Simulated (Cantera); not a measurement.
**Fluorocarbon and chlorocarbon gases: C2F6 + Si + H2**

Input: 1 mol C2F6, a varied amount of Si, 0.098 mol H2, at 2148 K and 2.00 Pa.

Method: chemical equilibrium by Gibbs-energy minimisation in Cantera with the NASA 1993 tables (ideal gas, pure condensed phases). Candidate condensed phases: C, C6H6, C7H8, C8H18, Si, SiC; 113 gas species. The feed counts by its element totals alone. The tables' values for SiF3, SiF2 are old estimates; treat these amounts as uncertain. The numbers say what is thermodynamically allowed, not how fast it happens.

From 0.011 mol Si to 0.75 mol Si the condensed part is C(graphite). The main Si-bearing gas is SiF4 throughout.

```tsv
n(Si) (mol)	x F	x SiF4	x HF	x CF2	n C(graphite)
0.011	0.922	0.00187	0.0339	0.0335	1.76
0.017	0.921	0.00289	0.0340	0.0334	1.76
0.028	0.919	0.00479	0.0342	0.0333	1.76
0.044	0.916	0.00759	0.0345	0.0331	1.76
0.071	0.911	0.0124	0.0349	0.0327	1.77
0.11	0.904	0.0196	0.0356	0.0322	1.78
0.18	0.890	0.0333	0.0370	0.0312	1.79
0.29	0.865	0.0569	0.0393	0.0295	1.81
0.47	0.818	0.102	0.0437	0.0263	1.85
0.75	0.717	0.198	0.0530	0.0203	1.90
```
x: gas mole fraction; n: condensed amount in mol.
